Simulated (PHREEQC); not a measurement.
Dissolve 0.0025 mol/kgw NaHCO3, 0.00445 mol/kgw Na2B4O7 and 0.0075 mol/kgw NaCl at 30 °C. Closed to the air; pH follows from the charge balance.

Model: ion-association model, phreeqc.dat, run in PHREEQC.

This is a speciation only: nothing precipitates in the calculation.

What pH, ionic strength does the model give?

pH 9.11; ionic strength 0.0190 mol/kgw.

In which forms is B present?

H3BO3 52 %, H2BO3- 48 % of the B.
